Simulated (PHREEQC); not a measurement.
NaOH is added in steps, without added water, to 1 kg of water holding 0.001 mol HBr and 0.091 mol CuCl2, at 50 °C. O2 is buffered at 0.21 atm. No CO2 enters from the air. Precipitation was switched off in this run.

Base run: PHREEQC, ion-association model, wateq4f.dat. Each further column changes one thing. The table gives Cu+2 (mol/kgw).

```csv
NaOH added (mol),base,all activity coefficients set to 1,Davies equation for every ion,Debye-Hückel limiting law,metal-ligand complexes left out
0,0.0648,0.0419,0.0654,0.0810,0.0910
0.021,0.0500,0.0313,0.0505,0.0629,0.0710
0.0315,0.0424,0.0261,0.0428,0.0534,0.0605
0.0525,0.0274,0.0162,0.0277,0.0347,0.0395
0.063,0.0200,0.0116,0.0202,0.0255,0.0290
0.084,0.00566,0.00325,0.00573,0.00721,0.00822
0.0945,0.000567,0.000527,0.000592,0.000648,0.000611
0.1155,6.21e-5,6.85e-5,6.56e-5,6.91e-5,6.22e-5
0.126,3.63e-5,4.02e-5,3.85e-5,4.05e-5,3.64e-5
0.147,1.42e-5,1.58e-5,1.51e-5,1.59e-5,1.42e-5
0.1575,8.45e-6,9.39e-6,9.01e-6,9.48e-6,8.46e-6
0.1785,1.19e-6,1.28e-6,1.27e-6,1.40e-6,1.19e-6
0.189,2.77e-9,4.15e-10,2.70e-9,1.03e-8,2.77e-9
0.21,1.49e-10,2.04e-11,1.42e-10,6.43e-10,1.49e-10
```

In at least one series the solution becomes supersaturated in solids that the run did not let form, among them Cu(OH)2, Atacamite. At this temperature some constants are extrapolated from 25 °C, and those without enthalpy data are left unchanged. The database's constant for dissolved Cu(OH)2 is higher than later reviews accept.
